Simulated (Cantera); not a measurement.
A closed system holds: 1 mol Si, 3.2 mol HF.

These are equilibrium values from Cantera (NASA tables, ideal gas, pure condensed phases), not measurements of a reactor. Candidate condensed phases: Si; 25 gas species. The tables' values for SiF2, SiF3 are old estimates. Equilibrium is a limit: real reactors are often held back by kinetics, nucleation or transport.

Question: What condenses at these points (T in K, P in Pa): (1050, 1000); (1050, 320); (1575, 10); (750, 10); (1425, 3200)?

Answer: 
```
T (K)  P in Pa  condensed phases  Si condensed (%)
-----  -------  ----------------  ----------------
1050      1000                Si              19.2
1050       320                Si              19.3
1575        10          gas only               0.0
750         10                Si              19.8
1425      3200                Si              15.6
```
